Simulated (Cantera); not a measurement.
What does this Cantera script print?

```python
import numpy as np
import cantera as ct

gas_names = """
    H H2 Hg
""".split()
cond_names = """
    Hg(cr) Hg(L)
""".split()


# ... load() reads the species with a 1 bar reference pressure and builds the phases ...
atoms = {
    'Hg': {'Hg': 1},
    'H2': {'H': 2},
}
top_T = {}  # K; cautious upper limits of use, not melting points


# ... equilibrate(T, P, feed) seeds the gas with the atoms and calls Mixture.equilibrate('TP', solver="vcs", rtol=1e-11, max_steps=5000) ...
results = []
feed = {'Hg': 1, 'H2': 7.3}  # mol
T = 648.15  # K
P = 330  # Pa
mix = equilibrate(T, P, feed)
results.append((T, P, feed, dict(zip(mix.species_names, mix.species_moles))))
print(gas.report(threshold=0.001))
for i in range(1, mix.n_phases):
    print(f"{mix.phase(i).name:16s} {mix.phase_moles(i):12.5e} mol")
```

It prints:

```
       temperature   648.15 K
          pressure   330 Pa
           density   0.0015885 kg/m^3
  mean mol. weight   25.941 kg/kmol
   phase of matter   gas

                          1 kg             1 kmol
                     ---------------   ---------------
          enthalpy        6.6576e+05         1.727e+07  J
   internal energy        4.5802e+05        1.1881e+07  J
           entropy            8036.8        2.0848e+05  J/K
    Gibbs function       -4.5433e+06       -1.1786e+08  J
 heat capacity c_p            1089.1             28252  J/K
 heat capacity c_v            768.58             19938  J/K

                      mass frac. Y      mole frac. X     chem. pot. / RT
                     ---------------   ---------------   ---------------
                H2          0.068352           0.87952           -22.389
                Hg           0.93165           0.12048           -18.076
     [   +1 minor]        7.7614e-16        1.9974e-14

Hg(L)             0.00000e+00 mol
```

Equilibrium computed with Cantera from the NASA thermochemical tables; the gas is ideal and each condensed phase is pure.
